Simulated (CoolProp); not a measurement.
Vapour-liquid equilibrium of n-octane (1) + m-xylene (2) at 245.05 °C; x and y are mole fractions of (1).

Model: multi-fluid Helmholtz-energy mixture model, Beckmüller 2019 and Zhou 2012; pair parameters Bell 2016, in CoolProp.

### Question
Give the bubble pressure and the first vapour's composition at x = 0.25, 0.65, 0.75. Is there an azeotrope?

### Answer
x = 0.25: 9.917 bar, y = 0.293; x = 0.65: 11.05 bar, y = 0.687; x = 0.75: 11.31 bar, y = 0.778. No azeotrope shows between x = 0.05 and 0.95.

Pair parameters are fitted to limited data, so mixtures are less certain than the pure fluids.
